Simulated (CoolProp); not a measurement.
Properties of water at several states.

The numbers come from the reference Helmholtz-energy equation of state, Wagner 2002 in CoolProp.

```
T (K)  p (bar)          phase       Z  cp (kJ/(kg K))  cv (kJ/(kg K))  isothermal compressibility (1/MPa)  expansivity (1/kK)  viscosity (µPa s)
-----  -------  -------------  ------  --------------  --------------  ----------------------------------  ------------------  -----------------
375.5    0.582            gas  0.9916           1.986           1.492                               17.33               2.777               12.4
884.7    0.652            gas  0.9997           2.210           1.748                               15.34               1.132               33.1
557.4      1.6            gas  0.9957               …           1.541                               6.277               1.824               19.7
724.8     4.24            gas  0.9959           2.118           1.645                               2.368               1.402                  …
977.3      239  supercritical       …               …               …                                   …               1.390               38.4
```

What belongs in the gaps?


- 557.4, cp (kJ/(kg K)): 2.014
- 724.8, viscosity (µPa s): 26.6
- 977.3, Z: 0.9311
- 977.3, cp (kJ/(kg K)): 2.698
- 977.3, cv (kJ/(kg K)): 1.960
- 977.3, isothermal compressibility (1/MPa): 0.04491

Viscosity comes from a separate model (Huber 2009).
